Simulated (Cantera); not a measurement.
Input: 1 mol H2S, 4.2 mol O2, 0.72 mol H2, equilibrated at 2198 K and 0.00190 bar.

These are equilibrium values from Cantera (NASA tables, ideal gas, pure condensed phases), not measurements of a reactor. Candidate condensed phases: H2O, H2SO4, S; 19 gas species. The numbers say what is thermodynamically allowed, not how fast it happens.

Base state: O2 0.419, H2O 0.281, SO2 0.183, OH 0.0472, O 0.0397, H 0.0135, H2 0.0112, SO 0.00492 (mole fractions); condensed: gas only.

### Question
What changes in the equilibrium state with this change: temperature from 2198 K to 2275 K?

### Answer
```json
[
 {"species": "O2", "before": "0.419", "after": "0.399"},
 {"species": "H2O", "before": "0.281", "after": "0.254"},
 {"species": "SO2", "before": "0.183", "after": "0.174"},
 {"species": "O", "before": "0.0397", "after": "0.0622"},
 {"species": "H", "before": "0.0135", "after": "0.0251"},
 {"species": "H2", "before": "0.0112", "after": "0.0166"},
 {"species": "OH", "before": "0.0472", "after": "0.0599"},
 {"species": "S", "before": "3.90e-5", "after": "0.000114"},
 {"species": "SO", "before": "0.00492", "after": "0.00838"},
 {"species": "SO3", "before": "1.75e-5", "after": "1.37e-5"}
]
```

### Question
What changes in the equilibrium state with this change: temperature from 2198 K to 1475 K?

### Answer
```json
[
 {"species": "O2", "before": "0.419", "after": "0.462"},
 {"species": "H2O", "before": "0.281", "after": "0.340"},
 {"species": "SO2", "before": "0.183", "after": "0.197"},
 {"species": "OH", "before": "0.0472", "after": "0.000674"},
 {"species": "H", "before": "0.0135", "after": "1.17e-6"},
 {"species": "O", "before": "0.0397", "after": "4.48e-5"},
 {"species": "H2", "before": "0.0112", "after": "1.54e-5"},
 {"species": "S", "before": "3.90e-5", "after": "<1e-9"},
 {"species": "SO", "before": "0.00492", "after": "1.55e-6"},
 {"species": "SO3", "before": "1.75e-5", "after": "0.000249"}
]
```
